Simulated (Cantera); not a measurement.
An adiabatic, constant-volume homogeneous reactor starts with CH₄ : H₂ : O₂ : N₂ = 1 : 0.12 : 2.06 : 7.75 (molar parts), equivalence ratio 1.0, at 1125 K and 0.987 atm. Integrator tolerance rtol = 1e-08.

Cantera simulation using GRI-Mech 3.0 (53 species, 325 reactions); the numbers are that mechanism's predictions, not measurements.

| quantity | before | after |
|---|---|---|
| time of steepest temperature rise | 31.1 ms | 5.00 ms |
| temperature at 0.200 s | 2805 K | 2929 K |
| equilibrium temperature | 2805 K | 2929 K |
| x(CH₄) at 0.200 s | <1e-12 (gas-phase equilibrium <1e-12) | <1e-12 (gas-phase equilibrium <1e-12) |
| x(H₂) at 0.200 s | 0.0168 (gas-phase equilibrium 0.0168) | 0.0133 (gas-phase equilibrium 0.0133) |
| x(O₂) at 0.200 s | 0.0172 (gas-phase equilibrium 0.0172) | 0.0136 (gas-phase equilibrium 0.0136) |
| x(H₂O₂) at 0.200 s | 4.22e-7 (gas-phase equilibrium 4.22e-7) | 1.14e-6 (gas-phase equilibrium 1.14e-6) |
| x(O) at 0.200 s | 0.00454 (gas-phase equilibrium 0.00454) | 0.00272 (gas-phase equilibrium 0.00272) |
| x(N₂O) at 0.200 s | 8.26e-7 (gas-phase equilibrium 8.26e-7) | 2.08e-6 (gas-phase equilibrium 2.08e-6) |

**Question.** Name the change that produced these shifts.
A) pressure from 0.987 atm to 5.33 atm
B) O2 2.06 to 0.89 parts
C) initial temperature 1125 to 975 K
D) H2 0.12 to 0.24 parts

**Answer.** A, pressure from 0.987 atm to 5.33 atm
